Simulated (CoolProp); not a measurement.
R115 at 298.15 K and 1.85 MPa is throttled through a valve to 1.24 MPa with no heat exchange. Each further row changes one setting.

The numbers come from the reference Helmholtz-energy equation of state, Lemmon 2016 in CoolProp.

```tsv
case	temperature change (K)	final phase	final density (kg/m³)
as stated	-0.1	liquid	1290
outlet pressure 0.372 MPa	-30.3	two-phase, vapour fraction 0.287	96.1
outlet pressure 1.61 MPa	-0.0	liquid	1290
```
